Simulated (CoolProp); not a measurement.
Aqueous sodium chloride as a coolant, at 4 °C, 1 atm.

The numbers come from the Melinder's fits for secondary coolants in CoolProp.

```json
[
 {"mass %": "5.2", "freezing point (°C)": "-3.2", "conductivity (W/(m K))": "0.566", "density (kg/m³)": "1039", "cp (kJ/(kg K))": "3.905", "viscosity (mPa s)": "1.68"},
 {"mass %": "6.9", "freezing point (°C)": "-4.3", "conductivity (W/(m K))": "0.564", "density (kg/m³)": "1052", "cp (kJ/(kg K))": "3.825", "viscosity (mPa s)": "1.73"},
 {"mass %": "8.6", "freezing point (°C)": "-5.5", "conductivity (W/(m K))": "0.563", "density (kg/m³)": "1065", "cp (kJ/(kg K))": "3.751", "viscosity (mPa s)": "1.78"},
 {"mass %": "10.3", "freezing point (°C)": "-6.8", "conductivity (W/(m K))": "0.562", "density (kg/m³)": "1078", "cp (kJ/(kg K))": "3.685", "viscosity (mPa s)": "1.84"},
 {"mass %": "12", "freezing point (°C)": "-8.2", "conductivity (W/(m K))": "0.561", "density (kg/m³)": "1091", "cp (kJ/(kg K))": "3.623", "viscosity (mPa s)": "1.91"},
 {"mass %": "13.7", "freezing point (°C)": "-9.7", "conductivity (W/(m K))": "0.560", "density (kg/m³)": "1105", "cp (kJ/(kg K))": "3.567", "viscosity (mPa s)": "1.99"},
 {"mass %": "15.3", "freezing point (°C)": "-11.2", "conductivity (W/(m K))": "0.558", "density (kg/m³)": "1117", "cp (kJ/(kg K))": "3.518", "viscosity (mPa s)": "2.07"},
 {"mass %": "17", "freezing point (°C)": "-13.0", "conductivity (W/(m K))": "0.557", "density (kg/m³)": "1131", "cp (kJ/(kg K))": "3.469", "viscosity (mPa s)": "2.17"},
 {"mass %": "18.7", "freezing point (°C)": "-14.9", "conductivity (W/(m K))": "0.555", "density (kg/m³)": "1144", "cp (kJ/(kg K))": "3.423", "viscosity (mPa s)": "2.28"},
 {"mass %": "20.4", "freezing point (°C)": "-17.0", "conductivity (W/(m K))": "0.553", "density (kg/m³)": "1158", "cp (kJ/(kg K))": "3.380", "viscosity (mPa s)": "2.40"}
]
```
